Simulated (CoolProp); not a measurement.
Cyclopropane along the isobar 6320 kPa: fugacity coefficient from the reference equation and from simpler models built on Tc = 398.7 K, pc = 5605 kPa, ω = 0.131; each cubic takes its own stable root.

Model: reference Helmholtz-energy equation of state, Polt 1992, in CoolProp. This equation is an older, rougher fit; its heat capacities, sound speeds and derivatives of the liquid may be far off and weren't checked against measurements.

```tsv
T (K)	phase	reference
388.2	liquid	0.5404
398.8	supercritical	0.6013
409.4	supercritical	0.6526
420	supercritical	0.6852
430.6	supercritical	0.7111
441.2	supercritical	0.7330
451.8	supercritical	0.7521
462.4	supercritical	0.7689
473	supercritical	0.7838
```

Problem. How far does each simpler model (van der Waals, Redlich-Kwong, Soave-Redlich-Kwong, Peng-Robinson) lie from the reference over these 9 states: mean and median of the absolute difference, and the worst?

Solution. 
- van der Waals: mean 3.1 %, median 1.8 %, worst +11.0 % at 388.2 K and 6320 kPa
- Redlich-Kwong: mean 0.6 %, median 0.2 %, worst +2.9 % at 388.2 K and 6320 kPa
- Soave-Redlich-Kwong: mean 1.2 %, median 1.1 %, worst +2.0 % at 388.2 K and 6320 kPa
- Peng-Robinson: mean 2.4 %, median 2.4 %, worst -3.0 % at 420 K and 6320 kPa
